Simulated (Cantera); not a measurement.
A closed system holds: 1 mol CH₃Cl, 1.1 mol HCl, at 2225 °C and 56.0 mbar.

Method: chemical equilibrium by Gibbs-energy minimisation in Cantera with the NASA 1993 tables (ideal gas, pure condensed phases). Candidate condensed phases: C, C₆H₆, C₇H₈, C₈H₁₈; 91 gas species. Equilibrium is a limit: real reactors are often held back by kinetics, nucleation or transport.

Base state: HCl 0.557, H₂ 0.306, Cl 0.0750, H 0.0583, C₂H₂ (acetylene) 0.00328, C₂HCl 6.83e-5, C₂H 4.47e-5, Cl₂ 2.71e-5 (mole fractions); condensed: C(graphite).

Q: What changes in the equilibrium state with this change: temperature from 2225 °C to 800 °C?

A: 
| species | before | after |
|---|---|---|
| HCl | 0.557 | 0.678 |
| H₂ | 0.306 | 0.322 |
| CH₄ | 7.90e-7 | 0.000267 |
| Cl | 0.0750 | 6.39e-8 |
| H | 0.0583 | 3.36e-8 |
| C₂H₂ (acetylene) | 0.00328 | 2.31e-9 |
| C₂HCl | 6.83e-5 | <1e-9 |
| C₂H | 4.47e-5 | <1e-9 |
| C(graphite), mol | 0.977 | 0.999 |
